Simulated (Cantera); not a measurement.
Input (Python, Cantera) and output of one run.

```python
import numpy as np
import cantera as ct

gas_names = """
    O2 SiO CO TiO
""".split()
cond_names = """
    V(cr) V(L) V2O5(s) V2O5(L) Li(cr) Li(L) Li2O(s) Li2O(L) Si(cr) Si(L) C(gr) Ti(a) Ti(b) Ti(L)
    Ti3O5(a) Ti3O5(b) Ti3O5(L)
""".split()


# ... load() reads the species with a 1 bar reference pressure and builds the phases ...
species = {s.name: s for s in load("nasa_gas.yaml", gas_names) + load("nasa_condensed.yaml", cond_names)}
# Each term lists the table entries of one substance; the one whose range holds T is used.
reactions = {
    '0.8 V + O2(g) = 0.4 V2O5':
        [(-0.8, ['V(cr)', 'V(L)']), (-1, ['O2']), (0.4, ['V2O5(s)', 'V2O5(L)'])],
    '4 Li + O2(g) = 2 Li2O':
        [(-4, ['Li(cr)', 'Li(L)']), (-1, ['O2']), (2, ['Li2O(s)', 'Li2O(L)'])],
    '2 Si + O2(g) = 2 SiO(g)':
        [(-2, ['Si(cr)', 'Si(L)']), (-1, ['O2']), (2, ['SiO'])],
    '2 C + O2(g) = 2 CO(g)':
        [(-2, ['C(gr)']), (-1, ['O2']), (2, ['CO'])],
    '1.2 Ti + O2(g) = 0.4 Ti3O5':
        [(-1.2, ['Ti(a)', 'Ti(b)', 'Ti(L)']), (-1, ['O2']), (0.4, ['Ti3O5(a)', 'Ti3O5(b)', 'Ti3O5(L)'])],
    '2 Ti + O2(g) = 2 TiO(g)':
        [(-2, ['Ti(a)', 'Ti(b)', 'Ti(L)']), (-1, ['O2']), (2, ['TiO'])],
}


def pick(names, T):
    return next(species[n] for n in names if species[n].thermo.min_temp <= T <= species[n].thermo.max_temp)


results = []
for label, terms in reactions.items():
    print(label)
    print("     T/K   dH/kJ  dS/(J/K)   dG/kJ   log10 K")
    for T in [300, 798, 848, 898, 948, 998, 1048, 1098]:
        used = [(nu, pick(names, T)) for nu, names in terms]
        dH = sum(nu * s.thermo.h(T) for nu, s in used) / 1e6
        dS = sum(nu * s.thermo.s(T) for nu, s in used) / 1e3
        dG = dH - T * dS / 1e3
        logK = -dG * 1e6 / (ct.gas_constant * T * np.log(10))
        results.append((label, T, dH, dS, dG, logK, [s.name for _, s in used]))
        print(f"{T:8g} {dH:8.1f} {dS:8.1f} {dG:8.1f} {logK:8.2f}")
```

Result:

```
0.8 V + O2(g) = 0.4 V2O5
     T/K   dH/kJ  dS/(J/K)   dG/kJ   log10 K
     300   -620.2   -176.0   -567.4    98.80
     798   -614.5   -165.6   -482.4    31.57
     848   -613.8   -164.7   -474.1    29.20
     898   -613.1   -163.9   -465.9    27.10
     948   -586.5   -135.7   -457.8    25.23
     998   -585.6   -134.8   -451.1    23.61
    1048   -584.8   -134.0   -444.4    22.15
    1098   -584.0   -133.2   -437.7    20.82
4 Li + O2(g) = 2 Li2O
     T/K   dH/kJ  dS/(J/K)   dG/kJ   log10 K
     300  -1197.4   -245.9  -1123.7   195.64
     798  -1212.2   -280.0   -988.7    64.72
     848  -1211.5   -279.2   -974.7    60.04
     898  -1210.8   -278.4   -960.8    55.89
     948  -1209.9   -277.4   -946.9    52.17
     998  -1208.8   -276.3   -933.1    48.84
    1048  -1207.0   -275.3   -918.5    45.78
    1098  -1205.7   -274.1   -904.7    43.04
2 Si + O2(g) = 2 SiO(g)
     T/K   dH/kJ  dS/(J/K)   dG/kJ   log10 K
     300   -200.9    180.3   -255.0    44.39
     798   -207.6    167.5   -341.3    22.34
     848   -208.4    166.6   -349.6    21.53
     898   -209.2    165.6   -357.9    20.82
     948   -210.0    164.8   -366.2    20.18
     998   -210.8    163.9   -374.4    19.59
    1048   -211.6    163.1   -382.6    19.07
    1098   -212.5    162.3   -390.7    18.59
2 C + O2(g) = 2 CO(g)
     T/K   dH/kJ  dS/(J/K)   dG/kJ   log10 K
     300   -221.0    178.8   -274.7    47.82
     798   -221.8    179.0   -364.7    23.87
     848   -222.3    178.4   -373.6    23.01
     898   -222.8    177.8   -382.5    22.25
     948   -223.4    177.2   -391.4    21.56
     998   -223.9    176.6   -400.2    20.95
    1048   -224.5    176.0   -409.0    20.39
    1098   -225.2    175.5   -417.8    19.88
1.2 Ti + O2(g) = 0.4 Ti3O5
     T/K   dH/kJ  dS/(J/K)   dG/kJ   log10 K
     300   -983.7   -190.3   -926.6   161.33
     798   -973.7   -169.5   -838.4    54.88
     848   -973.2   -168.9   -830.0    51.12
     898   -972.7   -168.3   -821.6    47.79
     948   -972.2   -167.8   -813.2    44.80
     998   -971.8   -167.3   -804.8    42.12
    1048   -971.3   -166.9   -796.4    39.69
    1098   -971.0   -166.6   -788.1    37.49
2 Ti + O2(g) = 2 TiO(g)
     T/K   dH/kJ  dS/(J/K)   dG/kJ   log10 K
     300    108.8    200.3     48.7    -8.48
     798    100.6    184.5    -46.7     3.06
     848     99.6    183.3    -55.9     3.44
     898     98.5    182.1    -65.0     3.78
     948     97.4    180.8    -74.1     4.08
     998     96.2    179.6    -83.1     4.35
    1048     94.8    178.3    -92.0     4.59
    1098     93.2    176.8   -100.9     4.80
```

Standard-state values (1 bar) from the NASA 1993 polynomials, evaluated with Cantera. Condensed species are held in their standard states even where they would react or evaporate.
